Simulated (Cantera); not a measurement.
A closed system holds: 1 mol Si, 4.3 mol F₂, 93 mol N₂, equilibrated at 190 Pa.

Method: chemical equilibrium by Gibbs-energy minimisation in Cantera with the NASA 1993 tables (ideal gas, pure condensed phases). Candidate condensed phases: Si, Si₃N₄; 16 gas species. Equilibrium is a limit: real reactors are often held back by kinetics, nucleation or transport. All values below are at 177 °C.

Base state: N₂ 0.973, NF₃ 0.0162, SiF₄ 0.0106, F₂ 1.96e-5 (mole fractions); condensed: gas only.

Question: What changes in the equilibrium state with this change: F₂ from 4.3 to 9.3 mol?

Answer: 
```json
[
 {"species": "N₂", "before": "0.973", "after": "0.939"},
 {"species": "NF₃", "before": "0.0162", "after": "0.0504"},
 {"species": "SiF₄", "before": "0.0106", "after": "0.0104"},
 {"species": "F₂", "before": "1.96e-5", "after": "4.23e-5"}
]
```
